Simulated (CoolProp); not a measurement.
Octamethylcyclotetrasiloxane (D4) along the isobar 8.23 bar: fugacity coefficient from the reference equation and from simpler models built on Tc = 313.4 °C, pc = 13.47 bar, ω = 0.598; each cubic takes its own stable root.

Computed with CoolProp (reference Helmholtz-energy equation of state, Thol 2015).

| T (°C) | phase | reference |
|---|---|---|
| 217.45 | liquid | 0.2923 |
| 222.95 | liquid | 0.3220 |
| 228.55 | liquid | 0.3540 |
| 234.05 | liquid | 0.3872 |
| 239.55 | liquid | 0.4222 |
| 245.15 | liquid | 0.4594 |
| 250.65 | liquid | 0.4977 |
| 256.15 | liquid | 0.5374 |
| 261.75 | liquid | 0.5793 |
| 267.25 | liquid | 0.6218 |
| 272.75 | liquid | 0.6654 |
| 278.35 | liquid | 0.7108 |
| 283.85 | gas | 0.7414 |

Problem. How far does each simpler model (van der Waals, Redlich-Kwong, Soave-Redlich-Kwong, Peng-Robinson) lie from the reference over these 13 states: mean and median of the absolute difference, and the worst?

Solution. 
- van der Waals: mean 54.4 %, median 52.6 %, worst +113.6 % at 217.45 °C and 8.23 bar
- Redlich-Kwong: mean 31.1 %, median 30.9 %, worst +60.0 % at 217.45 °C and 8.23 bar
- Soave-Redlich-Kwong: mean 2.7 %, median 2.8 %, worst +2.9 % at 250.65 °C and 8.23 bar
- Peng-Robinson: mean 0.3 %, median 0.3 %, worst -1.1 % at 283.85 °C and 8.23 bar

At some of these states van der Waals, Redlich-Kwong gives the other phase, because its saturation line lies elsewhere.
